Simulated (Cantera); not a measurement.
**Thermodynamics of aluminium and copper etching, feed Cu + HF + N2**

Feed: 1 mol Cu, 3.5 mol HF, 1.3 mol N2, equilibrated at 100000 Pa.

Equilibrium computed with Cantera from the NASA thermochemical tables; the gas is ideal and each condensed phase is pure. Candidate condensed phases: Cu, CuF2; 25 gas species. The numbers say what is thermodynamically allowed, not how fast it happens.

From 800 K to 1350 K the condensed part is Cu(s). At 1400 K the condensed part is Cu(l).

```csv
T (K),x HF,x N2,x CuF,x H2,x H2F2,x Cu,n Cu(s),n Cu(l)
800,0.729,0.271,3.30e-9,2.61e-9,5.06e-5,<1e-12,1.00,0
850,0.729,0.271,1.59e-8,1.07e-8,3.90e-5,<1e-12,1.00,0
900,0.729,0.271,6.32e-8,3.83e-8,3.09e-5,<1e-12,1.00,0
950,0.729,0.271,2.15e-7,1.22e-7,2.52e-5,1.89e-12,1.000,0
1000,0.729,0.271,6.44e-7,3.52e-7,2.09e-5,1.56e-11,1.000,0
1050,0.729,0.271,1.73e-6,9.19e-7,1.77e-5,1.05e-10,1.000,0
1100,0.729,0.271,4.23e-6,2.21e-6,1.53e-5,5.95e-10,1.000,0
1150,0.729,0.271,9.53e-6,4.93e-6,1.33e-5,2.89e-9,1.000,0
1200,0.729,0.271,2.01e-5,1.03e-5,1.18e-5,1.23e-8,1.000,0
1250,0.729,0.271,3.97e-5,2.02e-5,1.05e-5,4.64e-8,1.000,0
1300,0.729,0.271,7.44e-5,3.78e-5,9.52e-6,1.58e-7,1.000,0
1350,0.729,0.271,0.000133,6.73e-5,8.66e-6,4.89e-7,0.999,0
1400,0.729,0.271,0.000222,0.000112,7.94e-6,1.35e-6,0,0.999
```
x: gas mole fraction; n: condensed amount in mol.
